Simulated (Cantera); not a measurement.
Feed: 1 mol Si, a varied amount of NF3, equilibrated at 650 K and 100 Torr.

Equilibrium computed with Cantera from the NASA thermochemical tables; the gas is ideal and each condensed phase is pure. Candidate condensed phases: Si, Si3N4; 16 gas species. Rates play no part.

### Question
Which condensed phases are stable at each of these points (n(NF3) (mol)): 0.75, 1.4, 2.1, 2.8, 3.5, 4.2, 4.9, 5.6?

### Answer
| n(NF3) (mol) | condensed phases | Si condensed (%) |
|---|---|---|
| 0.75 | Si3N4(s) | 43.7 |
| 1.4 | gas only | 0.0 |
| 2.1 | gas only | 0.0 |
| 2.8 | gas only | 0.0 |
| 3.5 | gas only | 0.0 |
| 4.2 | gas only | 0.0 |
| 4.9 | gas only | 0.0 |
| 5.6 | gas only | 0.0 |

At 0.75 mol NF3 the condensed part is Si3N4(s). From 1.4 mol NF3 to 5.6 mol NF3 nothing is condensed.
